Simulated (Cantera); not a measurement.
A Cantera script and what it prints.

```python
import numpy as np
import cantera as ct

gas_names = [...]  # 123 gases of nasa_gas.yaml made of C, H, O, Si
cond_names = """
    C(gr) C6H6(L) C7H8(L) C8H18(L),n-octa H2O(s) H2O(L) Si(cr) Si(L) SiC(b) SiO2(Lqz) SiO2(hqz) SiO2(L)
""".split()


# ... load() reads the species with a 1 bar reference pressure and builds the phases ...
atoms = {
    'HMDSO': {'Si': 2, 'C': 6, 'H': 18, 'O': 1},
    'CO2': {'C': 1, 'O': 2},
    'H2': {'H': 2},
    'O2': {'O': 2},
}
top_T = {'C(gr)': 4500, 'SiC(b)': 3050}  # K; cautious upper limits of use, not melting points


# ... equilibrate(T, P, feed) seeds the gas with the atoms and calls Mixture.equilibrate('TP', solver="vcs", rtol=1e-11, max_steps=5000) ...
results = []
feed = {'HMDSO': 1, 'CO2': 10, 'H2': 22, 'O2': 2.8}  # mol
T = 1048  # K
P = 16  # Pa
mix = equilibrate(T, P, feed)
results.append((T, P, feed, dict(zip(mix.species_names, mix.species_moles))))
print(gas.report(threshold=1e-05))
for i in range(1, mix.n_phases):
    print(f"{mix.phase(i).name:16s} {mix.phase_moles(i):12.5e} mol")
```

It prints:

```
       temperature   1048 K
          pressure   16 Pa
           density   2.4076e-05 kg/m^3
  mean mol. weight   13.112 kg/kmol
   phase of matter   gas

                          1 kg             1 kmol
                     ---------------   ---------------
          enthalpy       -3.8159e+06       -5.0033e+07  J
   internal energy       -4.4805e+06       -5.8746e+07  J
           entropy             21363         2.801e+05  J/K
    Gibbs function       -2.6204e+07       -3.4358e+08  J
 heat capacity c_p            2559.2             33555  J/K
 heat capacity c_v              1925             25240  J/K

                      mass frac. Y      mole frac. X     chem. pot. / RT
                     ---------------   ---------------   ---------------
                CO           0.61502            0.2879           -48.395
               CO2           0.17632           0.05253           -85.409
                H2          0.087899           0.57168           -26.923
               H2O           0.12077          0.087896           -63.937
     [ +119 minor]         3.605e-08        4.6221e-07

C(gr)             0.00000e+00 mol
Si(cr)            0.00000e+00 mol
SiC(b)            0.00000e+00 mol
SiO2(hqz)         2.00000e+00 mol
```

Method: chemical equilibrium by Gibbs-energy minimisation in Cantera with the NASA 1993 tables (ideal gas, pure condensed phases). The feed counts by its element totals alone.
